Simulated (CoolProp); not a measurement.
The numbers come from the reference Helmholtz-energy equation of state, McLinden 2015 in CoolProp.

**Question.** For the fluoroketone C6F12O (FK-5-1-12), give the phase and the cp (kJ/(kg K)), cv (kJ/(kg K)), expansivity (1/kK) at 316.1 K and 19.8 bar; 339.2 K and 19.8 bar; 362.3 K and 19.8 bar.

**Answer.** 
- 316.1 K and 19.8 bar: liquid; cp 1.11, cv 0.897, expansivity 1.96
- 339.2 K and 19.8 bar: liquid; cp 1.13, cv 0.914, expansivity 2.24
- 362.3 K and 19.8 bar: liquid; cp 1.16, cv 0.936, expansivity 2.65
